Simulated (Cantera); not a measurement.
Input: 1 mol HMDSO, 0.68 mol N₂O, at 802 °C and 17.0 Pa.

Equilibrium computed with Cantera from the NASA thermochemical tables; the gas is ideal and each condensed phase is pure. Candidate condensed phases: C, C₆H₆, C₇H₈, C₈H₁₈, H₂O, Si, SiC, SiO₂, Si₂N₂O, Si₃N₄; 151 gas species. The feed counts by its element totals alone. Mutual solubility and eutectic melting of coexisting phases are not modelled. Kinetics and transport are ignored.

Base state: H₂ 0.991, CO 0.00940 (mole fractions); condensed: C(graphite) + SiC(s) + SiO₂(β-quartz) + Si₂N₂O(s).

### Question
What changes in the equilibrium state with this change: temperature from 802 °C to 1175 °C?

### Answer
```tsv
species	before	after
H₂	0.991	0.792
CO	0.00940	0.148
N₂	5.05e-6	0.0598
SiO	1.51e-6	0.000231
HCN	3.54e-8	0.000157
H	1.12e-6	0.000630
C(graphite), mol	5.73	2.32
SiC(s), mol	0.183	2.00
SiO₂(β-quartz), mol	0.457	0
Si₂N₂O(s), mol	0.680	0
```

### Question
What changes in the equilibrium state with this change: N₂O from 0.68 to 42 mol?

### Answer
```tsv
species	before	after
N₂	5.05e-6	0.636
H₂O	2.00e-7	0.136
O₂	<1e-9	0.136
H₂	0.991	1.98e-8
CO₂	2.04e-9	0.0909
CO	0.00940	1.23e-8
NO	<1e-9	4.88e-5
C(graphite), mol	5.73	0
SiC(s), mol	0.183	0
SiO₂(β-quartz), mol	0.457	2.00
Si₂N₂O(s), mol	0.680	0
```

### Question
What changes in the equilibrium state with this change: N₂O from 0.68 to 22 mol?

### Answer
```
species               before   after
-------------------  -------  ------
N₂                   5.05e-6   0.595
H₂O                  2.00e-7   0.210
CO₂                  2.04e-9   0.141
H₂                     0.991  0.0332
CO                   0.00940  0.0208
C(graphite), mol        5.73       0
SiC(s), mol            0.183       0
SiO₂(β-quartz), mol    0.457    2.00
Si₂N₂O(s), mol         0.680       0
```
